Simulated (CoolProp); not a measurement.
Vapour-liquid equilibrium of dimethyl carbonate (1) + n-decane (2) at 0.78 MPa; x and y are mole fractions of (1).

The numbers come from the multi-fluid Helmholtz-energy mixture model, Zhou 2011 and Lemmon 2006; pair parameters Bell 2016 in CoolProp.

```json
[
 {"x": "0.05", "bubble temperature (°C)": "256.1", "y at the bubble point": "0.262", "dew temperature at overall composition x (°C)": "272.3", "liquid density (mol/L)": "3.708"},
 {"x": "0.125", "bubble temperature (°C)": "231.3", "y at the bubble point": "0.534", "dew temperature at overall composition x (°C)": "266.7", "liquid density (mol/L)": "4.072"},
 {"x": "0.2", "bubble temperature (°C)": "214.4", "y at the bubble point": "0.676", "dew temperature at overall composition x (°C)": "260.9", "liquid density (mol/L)": "4.388"},
 {"x": "0.275", "bubble temperature (°C)": "203.4", "y at the bubble point": "0.753", "dew temperature at overall composition x (°C)": "…", "liquid density (mol/L)": "4.678"},
 {"x": "0.35", "bubble temperature (°C)": "196.1", "y at the bubble point": "…", "dew temperature at overall composition x (°C)": "248.8", "liquid density (mol/L)": "4.965"},
 {"x": "0.425", "bubble temperature (°C)": "191.1", "y at the bubble point": "0.828", "dew temperature at overall composition x (°C)": "242.1", "liquid density (mol/L)": "5.265"},
 {"x": "0.5", "bubble temperature (°C)": "…", "y at the bubble point": "…", "dew temperature at overall composition x (°C)": "234.8", "liquid density (mol/L)": "5.589"},
 {"x": "0.575", "bubble temperature (°C)": "184.2", "y at the bubble point": "0.869", "dew temperature at overall composition x (°C)": "226.8", "liquid density (mol/L)": "5.950"},
 {"x": "0.65", "bubble temperature (°C)": "181.6", "y at the bubble point": "0.887", "dew temperature at overall composition x (°C)": "217.8", "liquid density (mol/L)": "6.361"},
 {"x": "0.725", "bubble temperature (°C)": "179.2", "y at the bubble point": "0.905", "dew temperature at overall composition x (°C)": "207.6", "liquid density (mol/L)": "6.836"},
 {"x": "0.8", "bubble temperature (°C)": "176.9", "y at the bubble point": "0.925", "dew temperature at overall composition x (°C)": "195.8", "liquid density (mol/L)": "7.389"},
 {"x": "0.875", "bubble temperature (°C)": "174.6", "y at the bubble point": "0.948", "dew temperature at overall composition x (°C)": "183.4", "liquid density (mol/L)": "8.041"},
 {"x": "0.95", "bubble temperature (°C)": "172.4", "y at the bubble point": "0.976", "dew temperature at overall composition x (°C)": "174.4", "liquid density (mol/L)": "8.813"}
]
```

Some entries are withheld; supply them.


- 0.275, dew temperature at overall composition x (°C): 255.0
- 0.35, y at the bubble point: 0.798
- 0.5, bubble temperature (°C): 187.3
- 0.5, y at the bubble point: 0.851

No azeotrope shows between x = 0.05 and 0.95.

Pair parameters are fitted to limited data, so mixtures are less certain than the pure fluids.
